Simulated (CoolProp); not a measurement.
Vapour-liquid equilibrium of n-heptane (1) + p-xylene (2) at 310.3 K; x and y are mole fractions of (1).

The numbers come from the multi-fluid Helmholtz-energy mixture model, Span 2003 and Zhou 2012; pair parameters Bell 2016 in CoolProp.

```json
[
 {"x": "0.05", "bubble pressure, mixture model (MPa)": "0.002922", "bubble pressure, Raoult's law (MPa)": "0.002720", "y, mixture model": "0.254", "y, Raoult's law": "0.199"},
 {"x": "0.125", "bubble pressure, mixture model (MPa)": "0.003780", "bubble pressure, Raoult's law (MPa)": "0.003361", "y, mixture model": "0.465", "y, Raoult's law": "0.403"},
 {"x": "0.2", "bubble pressure, mixture model (MPa)": "0.004552", "bubble pressure, Raoult's law (MPa)": "0.004003", "y, mixture model": "0.590", "y, Raoult's law": "0.542"},
 {"x": "0.275", "bubble pressure, mixture model (MPa)": "0.005258", "bubble pressure, Raoult's law (MPa)": "0.004645", "y, mixture model": "0.674", "y, Raoult's law": "0.642"},
 {"x": "0.35", "bubble pressure, mixture model (MPa)": "0.005913", "bubble pressure, Raoult's law (MPa)": "0.005287", "y, mixture model": "0.735", "y, Raoult's law": "0.718"},
 {"x": "0.425", "bubble pressure, mixture model (MPa)": "0.006529", "bubble pressure, Raoult's law (MPa)": "0.005929", "y, mixture model": "[?]", "y, Raoult's law": "0.778"},
 {"x": "0.5", "bubble pressure, mixture model (MPa)": "0.007116", "bubble pressure, Raoult's law (MPa)": "0.006571", "y, mixture model": "0.823", "y, Raoult's law": "0.826"},
 {"x": "0.575", "bubble pressure, mixture model (MPa)": "[?]", "bubble pressure, Raoult's law (MPa)": "0.007213", "y, mixture model": "0.857", "y, Raoult's law": "0.865"},
 {"x": "0.65", "bubble pressure, mixture model (MPa)": "[?]", "bubble pressure, Raoult's law (MPa)": "0.007854", "y, mixture model": "0.886", "y, Raoult's law": "0.898"},
 {"x": "0.725", "bubble pressure, mixture model (MPa)": "0.008792", "bubble pressure, Raoult's law (MPa)": "0.008496", "y, mixture model": "0.914", "y, Raoult's law": "0.926"},
 {"x": "0.8", "bubble pressure, mixture model (MPa)": "0.009344", "bubble pressure, Raoult's law (MPa)": "0.009138", "y, mixture model": "[?]", "y, Raoult's law": "0.950"},
 {"x": "0.875", "bubble pressure, mixture model (MPa)": "[?]", "bubble pressure, Raoult's law (MPa)": "0.009780", "y, mixture model": "0.962", "y, Raoult's law": "0.971"},
 {"x": "0.95", "bubble pressure, mixture model (MPa)": "0.01047", "bubble pressure, Raoult's law (MPa)": "0.01042", "y, mixture model": "[?]", "y, Raoult's law": "0.989"}
]
```

**Question.** Some entries are withheld; supply them.

**Answer.** 
- 0.425, y, mixture model: 0.783
- 0.575, bubble pressure, mixture model (MPa): 0.007684
- 0.65, bubble pressure, mixture model (MPa): 0.008241
- 0.8, y, mixture model: 0.939
- 0.875, bubble pressure, mixture model (MPa): 0.009900
- 0.95, y, mixture model: 0.985

The largest gap from Raoult's law is +13.7 % in bubble pressure, at x = 0.2. No azeotrope shows between x = 0.05 and 0.95.

Pair parameters are fitted to limited data, so mixtures are less certain than the pure fluids.
